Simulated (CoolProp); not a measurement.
Saturation properties of dimethyl ether (Tc = 400.4 K, pc = 5.337 MPa, ω = 0.196).

Model: reference Helmholtz-energy equation of state, Wu 2011, in CoolProp.

```csv
T (K),p (MPa),liquid cp (kJ/(kg K)),vapour viscosity (µPa s)
256.7,0.1437,2.263,8.25
262.7,0.1819,2.282,8.39
268.8,0.2283,2.304,8.54
274.8,0.2824,2.327,8.69
280.8,0.3458,2.351,8.85
286.8,0.4194,2.378,9.01
292.8,0.5042,2.407,9.18
298.8,0.6014,2.439,9.35
304.8,0.7118,2.473,9.53
310.8,0.8367,2.512,9.72
316.8,0.9771,2.554,9.92
322.8,1.134,2.601,10.1
```

It boils at 248.4 K under 1 atm.

Viscosity comes from a separate model (Meng 2012).
